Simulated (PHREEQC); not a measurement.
**Leach liquor: speciation**

Consider water at 50 °C with 0.073 mol/kgw H2SO4, 0.0026 mol/kgw Li2SO4 and 0.00058 mol/kgw Na2SO4. Closed to the air; pH follows from the charge balance.

Model: ion-association model, phreeqc.dat, run in PHREEQC.

Precipitation was switched off in this run.

Problem. Predict the pH, specific conductance, density.

Solution. pH 1.17; specific conductance 45300 µS/cm; density 0.993 g/cm³.

Problem. In which forms is Li present?

Solution. Li+ 98 %, LiSO4- 1.8 % of the Li.

Away from 25 °C the constants follow the database's enthalpies or fits; those with neither stay at their 25 °C values.
